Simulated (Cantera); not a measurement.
# Premixed flame

A freely propagating, adiabatic, planar premixed flame of H2 : O2 : N2 = 1 : 0.172 : 0.552 (molar parts), equivalence ratio 2.9, unburnt at 475 K and 760 Torr; mixture-averaged transport, grid criteria slope 0.08 and curve 0.16, no radiation.

Computed with Cantera and the H2/O2 subset of GRI-Mech 3.0, which has no nitrogen chemistry. Burning velocities carry a grid error of a few per cent, more on coarse grids.

```csv
z (mm),T (K),u (m/s),x H2,x O2,x OH,x O,x H,x HO2
-1.29,475,5.73,0.580,0.0998,<1e-8,<1e-8,<1e-8,<1e-8
-0.859,475,5.73,0.580,0.0998,<1e-8,<1e-8,<1e-8,<1e-8
-0.644,475,5.73,0.580,0.0998,<1e-8,<1e-8,<1e-8,<1e-8
-0.429,475,5.74,0.580,0.0998,<1e-8,<1e-8,<1e-8,2.83e-7
-0.215,510,6.11,0.576,0.0999,6.04e-5,9.67e-6,0.000147,0.000271
-0.107,759,8.85,0.545,0.0933,0.000456,0.000176,0.00626,0.000179
0,1128,12.8,0.472,0.0650,0.000903,0.00128,0.0342,7.18e-5
0.107,1382,15.6,0.401,0.0221,0.00147,0.00142,0.0643,2.25e-5
0.215,1495,16.9,0.377,0.00474,0.00137,0.000555,0.0712,4.62e-6
0.429,1594,17.9,0.378,0.000280,0.00139,0.000210,0.0638,2.57e-7
0.859,1690,18.8,0.387,3.95e-5,0.00141,0.000148,0.0506,4.28e-8
1.72,1783,19.7,0.396,2.28e-5,0.00128,9.35e-5,0.0371,2.67e-8
3.44,1861,20.5,0.405,1.17e-5,0.00103,4.87e-5,0.0252,1.51e-8
```
x: mole fraction of selected species; z is measured from the peak of heat release.

- laminar burning velocity: 573 cm/s
- thermal thickness: 0.429 mm
- peak x(OH): 0.00148
- peak x(O): 0.00169
- peak x(H): 0.0712
- peak x(HO2): 0.000324
